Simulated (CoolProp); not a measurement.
Saturation properties of R141b.

Values from CoolProp's reference Helmholtz-energy equation of state, Lemmon 2006. It is a short technical equation, of lower accuracy than the large ones.

```csv
T (K),p (bar),vapour density (kg/m³),enthalpy of vaporisation (kJ/kg),liquid cp (kJ/(kg K)),surface tension (mN/m),liquid conductivity (mW/(m K))
332.1,2.389,10.87,209.1,1.207,14.1,81.6
335.8,2.655,12.02,207.1,1.214,13.7,80.7
339.6,2.951,13.29,205.0,1.221,13.2,79.7
343.4,3.272,14.66,202.9,1.229,12.8,78.7
347.2,3.619,16.14,200.8,1.237,12.3,77.7
350.9,3.982,17.69,198.6,1.244,11.9,76.8
354.7,4.383,19.40,196.4,1.253,11.5,75.9
358.5,4.813,21.24,194.1,1.261,11.0,74.9
362.3,5.274,23.22,191.8,1.270,10.6,74.0
366,5.754,25.28,189.5,1.280,10.2,73.1
369.8,6.280,27.55,187.0,1.289,9.79,72.2
373.6,6.841,29.97,184.5,1.300,9.37,71.4
377.3,7.422,32.50,182.0,1.310,8.97,70.5
```

It boils at 305.2 K under 1 atm.

Thermal conductivity comes from a separate model (Huber 2003), an estimate that may be off by 10 % or more. Surface tension comes from a separate correlation (Mulero 2012).
